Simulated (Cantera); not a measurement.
# Calcination and drying: MgSO4 + H2O + H2

Input: 1 mol MgSO4, 0.096 mol H2O, a varied amount of H2, equilibrated at 1400 K and 0.133 bar.

Cantera equilibrium calculation (NASA polynomials, part measured and part estimated; ideal gas, pure solids and liquids). Candidate condensed phases: H2O, H2SO4, Mg, MgO, Mg(OH)2, MgS, MgSO4, S; 26 gas species. The numbers say what is thermodynamically allowed, not how fast it happens.

```json
[
 {"n(H2) (mol)": "0.97", "x H2O": "0.512", "x SO2": "0.480", "x H2": "7.72e-6", "x H2S": "<1e-12", "x S2": "<1e-12", "x O2": "0.00674", "x SO": "9.97e-7", "x S2O": "<1e-12", "n MgO(s)": "1.00"},
 {"n(H2) (mol)": "1.1", "x H2O": "0.536", "x SO2": "0.442", "x H2": "0.0117", "x H2S": "0.00206", "x S2": "0.00629", "x O2": "3.22e-9", "x SO": "0.00133", "x S2O": "0.000458", "n MgO(s)": "1.00"},
 {"n(H2) (mol)": "1.3", "x H2O": "0.575", "x SO2": "0.376", "x H2": "0.0185", "x H2S": "0.00608", "x S2": "0.0217", "x O2": "1.48e-9", "x SO": "0.00167", "x S2O": "0.00107", "n MgO(s)": "1.00"},
 {"n(H2) (mol)": "1.5", "x H2O": "0.609", "x SO2": "0.318", "x H2": "0.0241", "x H2S": "0.0101", "x S2": "0.0351", "x O2": "9.80e-10", "x SO": "0.00173", "x S2O": "0.00141", "n MgO(s)": "1.00"},
 {"n(H2) (mol)": "1.7", "x H2O": "0.639", "x SO2": "0.267", "x H2": "0.0295", "x H2S": "0.0142", "x S2": "0.0466", "x O2": "7.15e-10", "x SO": "0.00171", "x S2O": "0.00160", "n MgO(s)": "1.00"},
 {"n(H2) (mol)": "2", "x H2O": "0.674", "x SO2": "0.203", "x H2": "0.0382", "x H2S": "0.0209", "x S2": "0.0603", "x O2": "4.77e-10", "x SO": "0.00158", "x S2O": "0.00169", "n MgO(s)": "1.00"},
 {"n(H2) (mol)": "2.3", "x H2O": "0.700", "x SO2": "0.150", "x H2": "0.0479", "x H2S": "0.0283", "x S2": "0.0702", "x O2": "3.27e-10", "x SO": "0.00142", "x S2O": "0.00163", "n MgO(s)": "1.00"},
 {"n(H2) (mol)": "2.6", "x H2O": "0.717", "x SO2": "0.107", "x H2": "0.0593", "x H2S": "0.0366", "x S2": "0.0765", "x O2": "2.24e-10", "x SO": "0.00122", "x S2O": "0.00147", "n MgO(s)": "1.00"},
 {"n(H2) (mol)": "3", "x H2O": "0.726", "x SO2": "0.0633", "x H2": "0.0788", "x H2S": "0.0496", "x S2": "0.0795", "x O2": "1.30e-10", "x SO": "0.000949", "x S2O": "0.00116", "n MgO(s)": "1.00"},
 {"n(H2) (mol)": "3.5", "x H2O": "0.713", "x SO2": "0.0285", "x H2": "0.113", "x H2S": "0.0689", "x S2": "0.0743", "x O2": "6.04e-11", "x SO": "0.000626", "x S2O": "0.000741", "n MgO(s)": "1.00"},
 {"n(H2) (mol)": "4.1", "x H2O": "0.666", "x SO2": "0.00974", "x H2": "0.171", "x H2S": "0.0924", "x S2": "0.0587", "x O2": "2.32e-11", "x SO": "0.000345", "x S2O": "0.000363", "n MgO(s)": "1.00"},
 {"n(H2) (mol)": "4.7", "x H2O": "0.608", "x SO2": "0.00361", "x H2": "0.236", "x H2S": "0.109", "x S2": "0.0425", "x O2": "1.01e-11", "x SO": "0.000194", "x S2O": "0.000174", "n MgO(s)": "1.00"},
 {"n(H2) (mol)": "5.4", "x H2O": "0.543", "x SO2": "0.00138", "x H2": "0.309", "x H2S": "0.117", "x S2": "0.0286", "x O2": "4.72e-12", "x SO": "0.000109", "x S2O": "7.98e-5", "n MgO(s)": "1.00"}
]
```
x: gas mole fraction; n: condensed amount in mol.

From 0.97 mol H2 to 5.4 mol H2 the condensed part is MgO(s). The main Mg-bearing gas is Mg(OH)2 throughout.
